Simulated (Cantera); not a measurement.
An isothermal, constant-pressure homogeneous reactor starts with 23.3 % NH3, 76.7 % N2, at 1698 K and 1.97 atm.

Computed with Cantera and the gas-phase N/H chemistry of the illustrative SiF4/NH3 mechanism in the Surface Chemkin manual (1991). Walls and surfaces, which speed up NH3 decomposition in real reactors, are not modelled.

Predict: x(NH3) at 2.00 s; x(N2) at 2.00 s; x(N2H4) at 2.00 s; x(H2) at 2.00 s; x(N) at 2.00 s.


- x(NH3) at 2.00 s = 0.0613 (gas-phase equilibrium 9.23e-6)
- x(N2) at 2.00 s = 0.730 (gas-phase equilibrium 0.717)
- x(N2H4) at 2.00 s = 1.28e-8 (gas-phase equilibrium <1e-12)
- x(H2) at 2.00 s = 0.208 (gas-phase equilibrium 0.283)
- x(N) at 2.00 s = 1.53e-8 (gas-phase equilibrium 3.19e-12)
